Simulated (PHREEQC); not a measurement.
4.3 g of hydrous ferric oxide (600 m²/g; 0.2 weak and 0.005 strong sites per Fe, Dzombak-Morel constants, diffuse double layer) in 1 kg of water with 0.3 mol/kgw of an inert sodium salt and 0.00046 mol/kgw ZnCl2, at 25 °C; the pH is set by adding NaOH or the inert anion's acid. Oxygen is held at 0.21 atm. The system is closed to CO2. Nothing may precipitate in this run.

The series has 13 steps of pH, from 3 to 9.

Equilibrium calculation in PHREEQC: ion-association model, wateq4f.dat.

Problem. Near which pH is half of the Zn sorbed, and on which side is more sorbed?

Solution. Near pH 5.7, with more sorbed at higher pH.

Complexes and solids missing from the database can't appear. The oxide is taken as insoluble; below pH 4 it would dissolve.
